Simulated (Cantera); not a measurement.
## borazine + O2 + N2 (boron, boron nitride and boron oxide)

Input: 1 mol borazine, 0.35 mol O2, 0.13 mol N2, equilibrated at 700 °C and 10.0 Torr.

Equilibrium computed with Cantera from the NASA thermochemical tables; the gas is ideal and each condensed phase is pure. Candidate condensed phases: B, BN, B2O3, B3O3H3, H2O; 39 gas species. The feed counts by its element totals alone. The numbers say what is thermodynamically allowed, not how fast it happens.

```
Quantity                                 Result
------------------------------------  ---------
x(H2)                                     0.891
x(N2)                                     0.108
x(H2O)                                 0.000984
x(HBO2)                                 3.99e-6
x(NH3)                                  2.57e-6
n(BN(s))                               2.54 mol
n(B2O3(l))                            0.232 mol
gas amount                            3.362 mol
log10 activity of B(s) (absent)           -7.44
log10 activity of B3O3H3(s) (absent)     -16.20
```
